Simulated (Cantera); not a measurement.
A closed system holds: 1 mol KOH, 0.027 mol C, 0.041 mol CO₂, equilibrated at 1950 K and 25.0 Pa.

Cantera equilibrium calculation (NASA polynomials, part measured and part estimated; ideal gas, pure solids and liquids). Candidate condensed phases: C, C₆H₆, C₇H₈, C₈H₁₈, H₂O, K, KOH, KO₂, K₂CO₃, K₂O, K₂O₂; 116 gas species. Equilibrium is a limit: real reactors are often held back by kinetics, nucleation or transport.

Question: What is the equilibrium state?

Answer: 
```json
{
  "x(K)": "0.528",
  "x(H₂O)": "0.244",
  "x(O₂)": "0.116",
  "x(CO₂)": "0.0328",
  "x(KOH)": "0.0307",
  "x(OH)": "0.0171",
  "x(O)": "0.00974",
  "x(H₂)": "0.00884",
  "x(H)": "0.00682",
  "gas_amount": "1.788 mol",
  "log10 activity of K(l) (absent)": "-5.62",
  "log10 activity of KOH(l) (absent)": "-5.95",
  "log10 activity of C(graphite) (absent)": "-11.17"
}
```
